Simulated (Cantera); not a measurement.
Reactions in the system C-N-O-Ta

Source: NASA polynomial tables (part measured, part estimated), evaluated in Cantera. Values are per mole of reaction as written; species without (g) are pure solids or liquids, kept so even where they would boil at 1 bar. TaC: taken at fixed stoichiometry.

TaO2(g) + C → 2 O(g) + TaC

```json
[
 {"T (K)": "2250", "ΔH° (kJ)": "589.9", "ΔS° (J/K)": "117.5", "ΔG° (kJ)": "325.6", "log10 K": "-7.56"},
 {"T (K)": "2275", "ΔH° (kJ)": "590.4", "ΔS° (J/K)": "117.7", "ΔG° (kJ)": "322.6", "log10 K": "-7.41"},
 {"T (K)": "2300", "ΔH° (kJ)": "590.8", "ΔS° (J/K)": "117.9", "ΔG° (kJ)": "319.7", "log10 K": "-7.26"},
 {"T (K)": "2325", "ΔH° (kJ)": "591.3", "ΔS° (J/K)": "118.1", "ΔG° (kJ)": "316.7", "log10 K": "-7.12"},
 {"T (K)": "2350", "ΔH° (kJ)": "591.8", "ΔS° (J/K)": "118.3", "ΔG° (kJ)": "313.8", "log10 K": "-6.97"},
 {"T (K)": "2375", "ΔH° (kJ)": "592.3", "ΔS° (J/K)": "118.5", "ΔG° (kJ)": "310.8", "log10 K": "-6.84"},
 {"T (K)": "2400", "ΔH° (kJ)": "592.8", "ΔS° (J/K)": "118.7", "ΔG° (kJ)": "307.9", "log10 K": "-6.70"},
 {"T (K)": "2425", "ΔH° (kJ)": "593.3", "ΔS° (J/K)": "118.9", "ΔG° (kJ)": "304.9", "log10 K": "-6.57"}
]
```

TaO2(g) + 2 N2(g) → Ta + 2 N2O(g)

```csv
T (K),ΔH° (kJ),ΔS° (J/K),ΔG° (kJ),log10 K
2250,398.8,-153.5,744.1,-17.27
2275,399.4,-153.2,747.9,-17.17
2300,400.1,-152.9,751.7,-17.07
2325,400.7,-152.6,755.6,-16.97
2350,401.4,-152.3,759.4,-16.88
2375,402.0,-152.1,763.2,-16.78
2400,402.7,-151.8,767.0,-16.69
2425,403.4,-151.5,770.8,-16.60
```
